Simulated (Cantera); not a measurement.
A Cantera script and its output.

```python
import numpy as np
import cantera as ct

gas = ct.Solution("gri30.yaml")
gas.TPX = 400, 44000, {'CH4': 1, 'O2': 1.54, 'N2': 5.78, 'H2O': 0.17, 'CO2': 0.074}
inlet = ct.Reservoir(gas, clone=True)
gas.equilibrate("HP")  # start burning
reactor = ct.IdealGasConstPressureReactor(gas, energy="on", clone=False)
exhaust = ct.Reservoir(gas, clone=True)
tau = [0.026, 0.012, 0.0056, 0.0026, 0.0012, 0.00055, 0.00026, 0.00012, 5.5e-05, 2.5e-05, 1.2e-05][0]
for a, b in ((inlet, reactor), (reactor, exhaust)):
    ct.MassFlowController(a, b, mdot=lambda t: reactor.mass / tau)
net = ct.ReactorNet([reactor])
show = ['CH4', 'O2', 'H2O', 'CO2', 'N2O', 'CH2CO', 'C2H']

rows = []
print(f"{'tau/s':>10s}{'T/K':>9s}" + "".join(f"{s:>11s}" for s in show))
for tau in [0.026, 0.012, 0.0056, 0.0026, 0.0012, 0.00055, 0.00026, 0.00012, 5.5e-05, 2.5e-05, 1.2e-05]:
    net.initial_time = 0.0
    net.advance(30 * tau)
    before = gas.X
    net.advance(40 * tau)
    drift = np.max(np.abs(gas.X - before) / (gas.X + 1e-9))
    rows.append([gas.T, *gas[show].X, drift])
    print(f"{tau:10.3e}{gas.T:9.1f}" + "".join(f"{x:11.3e}" for x in gas[show].X))
```

Output:

```
     tau/s      T/K        CH4         O2        H2O        CO2        N2O      CH2CO        C2H
 2.600e-02   2024.6  3.690e-05  6.170e-04  1.938e-01  5.865e-02  1.484e-08  3.665e-08  1.015e-09
 1.200e-02   2008.3  5.884e-05  9.832e-04  1.924e-01  5.842e-02  1.761e-08  5.659e-08  2.293e-09
 5.600e-03   1989.6  1.001e-04  1.526e-03  1.909e-01  5.799e-02  2.033e-08  9.900e-08  5.507e-09
 2.600e-03   1968.4  1.844e-04  2.375e-03  1.894e-01  5.717e-02  2.313e-08  2.089e-07  1.443e-08
 1.200e-03   1943.0  3.717e-04  3.856e-03  1.879e-01  5.551e-02  2.572e-08  5.583e-07  4.073e-08
 5.500e-04   1905.0  8.590e-04  7.019e-03  1.860e-01  5.175e-02  2.580e-08  2.016e-06  1.168e-07
 2.600e-04    400.0  1.168e-01  1.798e-01  1.985e-02  8.641e-03 -1.483e-21 -5.304e-18 -5.290e-44
 1.200e-04    400.0  1.168e-01  1.798e-01  1.985e-02  8.641e-03 -1.020e-24 -3.648e-21  3.971e-53
 5.500e-05    400.0  1.168e-01  1.798e-01  1.985e-02  8.641e-03 -6.442e-26 -2.305e-22  2.288e-54
 2.500e-05    400.0  1.168e-01  1.798e-01  1.985e-02  8.641e-03 -4.069e-27 -1.456e-23  8.733e-57
 1.200e-05    400.0  1.168e-01  1.798e-01  1.985e-02  8.641e-03 -2.570e-28 -9.195e-25  3.467e-59
```

Computed with Cantera and GRI-Mech 3.0 (53 species, 325 reactions).
